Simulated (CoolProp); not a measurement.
Carbon monoxide at 293.15 K and 6.6 MPa is compressed adiabatically to 11.1 MPa with isentropic efficiency 0.8. Each further row changes one setting.

Model: reference Helmholtz-energy equation of state, Lemmon 2006, in CoolProp. It is a short technical equation, of lower accuracy than the large ones.

```
case             work (kJ/kg)  final temperature (K)  final density (kg/m³)
---------------  ------------  ---------------------  ---------------------
as stated          (withheld)             (withheld)             (withheld)
efficiency 1       (withheld)             (withheld)                    107
efficiency 0.65          75.5             (withheld)                   99.6
```

Complete the blanks.


- as stated, work (kJ/kg): 61.3
- as stated, final temperature (K): 352.1
- as stated, final density (kg/m³): 103
- efficiency 1, work (kJ/kg): 49.1
- efficiency 1, final temperature (K): 341.7
- efficiency 0.65, final temperature (K): 364.3
